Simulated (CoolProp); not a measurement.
The fluid at 908.17 K and 0.493 MPa flows at 1.7 m/s in a round tube of 25 mm bore and 45 µm roughness, fully developed (64/Re and Nu = 3.66 if laminar; Colebrook and Gnielinski if turbulent). The same conditions are run with several fluids, on thermodynamics alone (safety and materials aside).

Computed with CoolProp (reference Helmholtz-energy equation of state of each fluid (normal hydrogen: Leachman 2009; nitrogen: Span 2000; dry air: Lemmon 2000; oxygen: Schmidt 1985)). Blends and air are pseudo-pure fits.

```json
[
 {"fluid": "normal hydrogen", "Reynolds number": "289", "Darcy friction factor": "0.222", "pressure drop (Pa/m)": "1.69", "heat-transfer coefficient (W/(m² K))": "62.3", "mass flow (kg/h)": "0.395"},
 {"fluid": "nitrogen", "Reynolds number": "1990", "Darcy friction factor": "0.0322", "pressure drop (Pa/m)": "3.40", "heat-transfer coefficient (W/(m² K))": "8.93", "mass flow (kg/h)": "5.48"},
 {"fluid": "dry air", "Reynolds number": "1970", "Darcy friction factor": "0.0324", "pressure drop (Pa/m)": "3.54", "heat-transfer coefficient (W/(m² K))": "9.22", "mass flow (kg/h)": "5.67"},
 {"fluid": "oxygen", "Reynolds number": "1920", "Darcy friction factor": "0.0333", "pressure drop (Pa/m)": "4.01", "heat-transfer coefficient (W/(m² K))": "9.72", "mass flow (kg/h)": "6.27"}
]
```

Above 300 K oxygen's equation is extrapolated.

Transport values come from each fluid's own correlations.
